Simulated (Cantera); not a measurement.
Standard-state values (1 bar) from the NASA 1993 polynomials, evaluated with Cantera. Values are per mole of reaction as written; species without (g) are pure solids or liquids, kept so even where they would boil at 1 bar.

Task: Between 448 and 648 K, where is each reaction favourable under standard conditions?
- Si₂C(g) + 3 H₂(g) ⇌ 2 SiH₃(g) + C

Result: 
- Si₂C(g) + 3 H₂(g) ⇌ 2 SiH₃(g) + C: ΔG° is -28 kJ at 448 K and 16 kJ at 648 K; it changes sign between 548 and 598 K. ΔH° is -127 kJ and ΔS° -220 J/K at 648 K.
